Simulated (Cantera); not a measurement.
An adiabatic, constant-pressure homogeneous reactor starts with H2 : O2 : N2 : NO = 1 : 1.61 : 10.8 : 0.015 (molar parts), at 1175 K and 1000000 Pa. Integrator tolerance rtol = 1e-08.

Detailed kinetics in Cantera: GRI-Mech 3.0 (53 species, 325 reactions). The hydrogen kinetics of GRI-Mech 3.0 are dated; newer H2 mechanisms differ, most at raised pressure. The mechanism lacks 2 NO + O2 → 2 NO2 and HONO, so NO2 and the effect of NO are under-described below about 1400 K.

**Question.** What does this change do: O2 1.61 to 3.6 parts?

**Answer.** 
```
quantity                                                              before                                      after
---------------------------------  -----------------------------------------  -----------------------------------------
time of steepest temperature rise                                    39.3 µs                                    42.1 µs
temperature at 0.700 s                                                1714 K                                     1643 K
equilibrium temperature                                               1712 K                                     1640 K
x(H2) at 0.700 s                     1.95e-6 (gas-phase equilibrium 1.91e-6)    5.06e-7 (gas-phase equilibrium 4.90e-7)
x(O2) at 0.700 s                       0.0858 (gas-phase equilibrium 0.0854)        0.208 (gas-phase equilibrium 0.207)
x(NO) at 0.700 s                     0.00114 (gas-phase equilibrium 0.00200)   0.000991 (gas-phase equilibrium 0.00218)
x(NO2) at 0.700 s                    7.00e-6 (gas-phase equilibrium 1.23e-5)    1.12e-5 (gas-phase equilibrium 2.49e-5)
x(OH) at 0.700 s                   0.000158 (gas-phase equilibrium 0.000156)  0.000112 (gas-phase equilibrium 0.000109)
x(H2O) at 0.700 s                      0.0773 (gas-phase equilibrium 0.0773)      0.0670 (gas-phase equilibrium 0.0670)
```
